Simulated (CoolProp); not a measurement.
Vapour-liquid equilibrium of R152A (1) + R227EA (2) at 183.5 K; x and y are mole fractions of (1).

Computed with CoolProp (multi-fluid Helmholtz-energy mixture model, Outcalt 1996 and Lemmon 2016; pair parameters Bell 2016).

| x | bubble pressure (kPa) | y at the bubble point | dew pressure at overall composition x (kPa) | liquid density (mol/L) |
|---|---|---|---|---|
| 0.05 | 0.8752 | 0.076 | 0.8668 | 10.66 |
| 0.125 | 0.9217 | 0.199 | 0.8921 | 11.01 |
| 0.2 | 0.9806 | 0.321 | 0.9220 | 11.39 |
| 0.275 | 1.048 | 0.432 | 0.9568 | 11.78 |
| 0.35 | 1.119 | 0.528 | 0.9970 | 12.20 |
| 0.425 | 1.190 | 0.610 | 1.043 | 12.64 |
| 0.5 | 1.257 | 0.679 | 1.097 | 13.11 |
| 0.575 | 1.320 | 0.738 | 1.158 | 13.61 |
| 0.65 | 1.378 | 0.788 | 1.228 | 14.15 |
| 0.725 | 1.429 | 0.834 | 1.306 | 14.73 |
| 0.8 | 1.476 | 0.876 | 1.391 | 15.34 |
| 0.875 | 1.518 | 0.919 | 1.474 | 16.01 |
| 0.95 | 1.555 | 0.965 | 1.544 | 16.73 |

No azeotrope shows between x = 0.05 and 0.95.

The pair parameters rest on a limited set of measurements; away from them the model extrapolates. The gap from Raoult's law changes sign with composition, which may be real or a fault of the pair parameters; it wasn't checked against measurements.
